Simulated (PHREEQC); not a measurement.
Make-up at 70 °C: 56 mmol/kgw CsF, 0.84 mmol/kgw H3BO3 and 25 mmol/kgw K3PO4. Closed to the air; pH follows from the charge balance.

Model: ion-association model, wateq4f.dat, run in PHREEQC.

Precipitation was switched off in this run.

Task: Order these P species by the share of P that they hold, largest first: KHPO4-, HPO4-2, PO4-3.

Result: HPO4-2 (71 %), PO4-3 (26 %), KHPO4- (2.8 %)

The pH is 10.90 and the ionic strength 0.168 mol/kgw. Complexes and solids missing from the database can't appear. H3PO4, which wateq4f.dat lacks, is added to it with the constant of phreeqc.dat. Constants without temperature data keep their 25 °C values here. Real BF4- forms and hydrolyses slowly; the run takes it at equilibrium.
